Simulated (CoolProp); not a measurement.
Saturation properties of chloromethane (R40).

Computed with CoolProp (reference Helmholtz-energy equation of state, Thol 2014).

| T (°C) | p (bar) | liquid density (kg/m³) | enthalpy of vaporisation (kJ/kg) | liquid cp (kJ/(kg K)) | vapour Z | surface tension (mN/m) |
|---|---|---|---|---|---|---|
| -27.75 | 0.8573 | 1010 | 431.9 | 1.583 | 0.9683 | 24.1 |
| -13.65 | 1.556 | 985.2 | 417.4 | 1.580 | 0.9531 | 21.7 |
| 0.45 | 2.634 | 959.5 | 402.3 | 1.588 | 0.9341 | 19.4 |
| 14.45 | 4.196 | 932.8 | 386.5 | 1.606 | 0.9112 | 17.1 |
| 28.55 | 6.393 | 904.5 | 369.5 | 1.635 | 0.8839 | 14.8 |
| 42.65 | 9.352 | 874.6 | 351.0 | 1.677 | 0.8522 | 12.6 |
| 56.75 | 13.22 | 842.7 | 330.8 | 1.736 | 0.8158 | 10.5 |
| 70.75 | 18.11 | 808.4 | 308.6 | 1.819 | 0.7744 | 8.47 |
| 84.85 | 24.26 | 770.3 | 283.3 | 1.941 | 0.7269 | 6.51 |
| 98.95 | 31.80 | 727.1 | 253.9 | 2.139 | 0.6721 | 4.65 |
| 113.05 | 40.95 | 675.5 | 218.2 | 2.516 | 0.6074 | 2.91 |

It boils at -24.0 °C under 1 atm.

Surface tension comes from a separate correlation (Mulero 2014).
